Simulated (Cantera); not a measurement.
# Calcination and drying: Ca(OH)₂ + H₂O

Charge: 1 mol Ca(OH)₂, 1.2 mol H₂O, equilibrated at 69.0 mbar.

These are equilibrium values from Cantera (NASA tables, ideal gas, pure condensed phases), not measurements of a reactor. Candidate condensed phases: Ca, CaO, Ca(OH)₂, H₂O; 14 gas species. The numbers say what is thermodynamically allowed, not how fast it happens.

| T (K) | x H₂O | x H₂ | x O₂ | x OH | x H | x O | x Ca(OH)₂ | n CaO(s) |
|---|---|---|---|---|---|---|---|---|
| 948 | 1.00 | 2.05e-7 | 1.01e-7 | 6.39e-9 | <1e-12 | <1e-12 | 2.36e-12 | 1.00 |
| 1023 | 1.000 | 9.53e-7 | 4.66e-7 | 4.25e-8 | 1.54e-11 | <1e-12 | 2.78e-11 | 1.00 |
| 1098 | 1.000 | 3.61e-6 | 1.75e-6 | 2.18e-7 | 1.79e-10 | 1.19e-11 | 2.34e-10 | 1.00 |
| 1173 | 1.000 | 1.16e-5 | 5.55e-6 | 9.10e-7 | 1.53e-9 | 1.25e-10 | 1.49e-9 | 1.00 |
| 1248 | 1.000 | 3.23e-5 | 1.53e-5 | 3.20e-6 | 1.01e-8 | 9.92e-10 | 7.62e-9 | 1.00 |
| 1323 | 1.000 | 8.03e-5 | 3.77e-5 | 9.74e-6 | 5.41e-8 | 6.22e-9 | 3.22e-8 | 1.00 |
| 1398 | 1.000 | 0.000182 | 8.43e-5 | 2.63e-5 | 2.43e-7 | 3.21e-8 | 1.17e-7 | 1.00 |
| 1473 | 0.999 | 0.000379 | 0.000173 | 6.44e-5 | 9.37e-7 | 1.40e-7 | 3.69e-7 | 1.000 |
| 1548 | 0.999 | 0.000735 | 0.000332 | 0.000144 | 3.18e-6 | 5.29e-7 | 1.04e-6 | 1.000 |
| 1623 | 0.998 | 0.00134 | 0.000599 | 0.000300 | 9.65e-6 | 1.77e-6 | 2.67e-6 | 1.000 |
| 1698 | 0.996 | 0.00233 | 0.00102 | 0.000584 | 2.66e-5 | 5.33e-6 | 6.29e-6 | 1.000 |
| 1773 | 0.993 | 0.00386 | 0.00167 | 0.00107 | 6.73e-5 | 1.46e-5 | 1.37e-5 | 1.000 |
| 1848 | 0.989 | 0.00613 | 0.00262 | 0.00188 | 0.000158 | 3.69e-5 | 2.80e-5 | 1.000 |
| 1923 | 0.983 | 0.00938 | 0.00395 | 0.00313 | 0.000347 | 8.66e-5 | 5.37e-5 | 1.000 |
x: gas mole fraction; n: condensed amount in mol.

From 948 K to 1923 K the condensed part is CaO(s).
